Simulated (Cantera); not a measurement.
Mixture: CH₄ : C₂H₆ : C₃H₈ : O₂ : N₂ = 1 : 0.09 : 0.035 : 2.26 : 8.51 (molar parts), equivalence ratio 1.1, at 0.960 bar, adiabatic and at constant volume. Ignition delay is the time to a rise of 400 K.

Computed with Cantera and GRI-Mech 3.0 (53 species, 325 reactions).

Problem. Predict: delay at 1298 K; delay at 1373 K; delay at 1448 K; delay at 1523 K; delay at 1598 K; delay at 1673 K; delay at 1748 K; apparent activation energy between 1598 and 1748 K.

Solution. 
- delay at 1298 K = 1.66 ms
- delay at 1373 K = 0.684 ms
- delay at 1448 K = 0.311 ms
- delay at 1523 K = 0.157 ms
- delay at 1598 K = 87.3 µs
- delay at 1673 K = 53.0 µs
- delay at 1748 K = 34.6 µs
- apparent activation energy between 1598 and 1748 K = 140 kJ/mol
